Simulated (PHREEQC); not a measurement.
Dissolve 78 mmol/kgw HCl at 65 °C. Closed to the air; pH follows from the charge balance.

Equilibrium calculation in PHREEQC: ion-association model, wateq4f.dat.

No solid was allowed to form.

**Question.** What pH does the model give?

**Answer.** pH 1.19.

Species that the database lacks are ignored. Away from 25 °C the constants follow the database's enthalpies or fits; those with neither stay at their 25 °C values.
